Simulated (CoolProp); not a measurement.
Vapour-liquid equilibrium of n-hexane (1) + dimethyl carbonate (2) at 404 K; x and y are mole fractions of (1).

Model: multi-fluid Helmholtz-energy mixture model, Thol 2019 and Zhou 2011; pair parameters Bell 2016, in CoolProp.

```tsv
x	bubble pressure, mixture model (MPa)	bubble pressure, Raoult's law (MPa)	y, mixture model	y, Raoult's law
0.05	0.3759	0.3281	0.181	0.078
0.2	0.4779	0.3566	0.418	0.285
0.35	0.5255	0.3851	0.522	0.462
0.5	0.5501	0.4137	0.595	0.615
0.65	0.5614	0.4422	0.669	0.748
0.8	0.5575	0.4707	0.768	0.865
0.95	0.5277	0.4992	0.923	0.968
```

The largest gap from Raoult's law is +36.5 % in bubble pressure, at x = 0.35. y crosses x between x = 0.65 and 0.8: the model has an azeotrope there.

The pair parameters rest on a limited set of measurements; away from them the model extrapolates.
